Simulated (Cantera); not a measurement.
An adiabatic, constant-volume homogeneous reactor starts with CH₄ : O₂ : N₂ = 1 : 0.8 : 3.01 (molar parts), at 1450 K and 1.30 bar. Integrator tolerance rtol = 1e-08.

Cantera simulation using GRI-Mech 3.0 (53 species, 325 reactions); the numbers are that mechanism's predictions, not measurements.

What does this change do: 0.16 parts H2O added?


| quantity | before | after |
|---|---|---|
| time of steepest temperature rise | 2.37 ms | 2.61 ms |
| temperature at 2.00 s | 2492 K | 2461 K |
| equilibrium temperature | 2492 K | 2461 K |
| x(CH₄) at 2.00 s | 6.12e-10 (gas-phase equilibrium 6.90e-10) | 4.97e-10 (gas-phase equilibrium 5.62e-10) |
| x(O₂) at 2.00 s | 1.67e-6 (gas-phase equilibrium 1.67e-6) | 1.96e-6 (gas-phase equilibrium 1.96e-6) |
| x(C₂H₄) at 2.00 s | <1e-12 (gas-phase equilibrium <1e-12) | <1e-12 (gas-phase equilibrium <1e-12) |
| x(CH₂O) at 2.00 s | 4.18e-8 (gas-phase equilibrium 4.18e-8) | 3.88e-8 (gas-phase equilibrium 3.88e-8) |
| x(N₂O) at 2.00 s | 3.77e-9 (gas-phase equilibrium 3.77e-9) | 3.73e-9 (gas-phase equilibrium 3.73e-9) |
| x(CH₃) at 2.00 s | 3.28e-10 (gas-phase equilibrium 3.70e-10) | 2.37e-10 (gas-phase equilibrium 2.68e-10) |
| x(NO) at 2.00 s | 5.10e-5 (gas-phase equilibrium 5.10e-5) | 5.16e-5 (gas-phase equilibrium 5.16e-5) |

What does this change do: pressure from 1.30 bar to 1.60 bar?


```csv
quantity,before,after
time of steepest temperature rise,2.37 ms,2.03 ms
temperature at 2.00 s,2492 K,2497 K
equilibrium temperature,2492 K,2497 K
x(CH₄) at 2.00 s,6.12e-10 (gas-phase equilibrium 6.90e-10),9.15e-10 (gas-phase equilibrium 1.03e-9)
x(O₂) at 2.00 s,1.67e-6 (gas-phase equilibrium 1.67e-6),1.41e-6 (gas-phase equilibrium 1.41e-6)
x(C₂H₄) at 2.00 s,<1e-12 (gas-phase equilibrium <1e-12),<1e-12 (gas-phase equilibrium <1e-12)
x(CH₂O) at 2.00 s,4.18e-8 (gas-phase equilibrium 4.18e-8),5.16e-8 (gas-phase equilibrium 5.16e-8)
x(N₂O) at 2.00 s,3.77e-9 (gas-phase equilibrium 3.77e-9),3.89e-9 (gas-phase equilibrium 3.89e-9)
x(CH₃) at 2.00 s,3.28e-10 (gas-phase equilibrium 3.70e-10),4.50e-10 (gas-phase equilibrium 5.07e-10)
x(NO) at 2.00 s,5.10e-5 (gas-phase equilibrium 5.10e-5),4.74e-5 (gas-phase equilibrium 4.74e-5)
```

What does this change do: pressure from 1.30 bar to 9.10 bar?


| quantity | before | after |
|---|---|---|
| time of steepest temperature rise | 2.37 ms | 0.483 ms |
| temperature at 2.00 s | 2492 K | 2525 K |
| equilibrium temperature | 2492 K | 2525 K |
| x(CH₄) at 2.00 s | 6.12e-10 (gas-phase equilibrium 6.90e-10) | 2.76e-8 (gas-phase equilibrium 3.09e-8) |
| x(O₂) at 2.00 s | 1.67e-6 (gas-phase equilibrium 1.67e-6) | 3.21e-7 (gas-phase equilibrium 3.21e-7) |
| x(C₂H₄) at 2.00 s | <1e-12 (gas-phase equilibrium <1e-12) | <1e-12 (gas-phase equilibrium <1e-12) |
| x(CH₂O) at 2.00 s | 4.18e-8 (gas-phase equilibrium 4.18e-8) | 2.99e-7 (gas-phase equilibrium 2.99e-7) |
| x(N₂O) at 2.00 s | 3.77e-9 (gas-phase equilibrium 3.77e-9) | 4.67e-9 (gas-phase equilibrium 4.68e-9) |
| x(CH₃) at 2.00 s | 3.28e-10 (gas-phase equilibrium 3.70e-10) | 6.33e-9 (gas-phase equilibrium 7.10e-9) |
| x(NO) at 2.00 s | 5.10e-5 (gas-phase equilibrium 5.10e-5) | 2.37e-5 (gas-phase equilibrium 2.37e-5) |
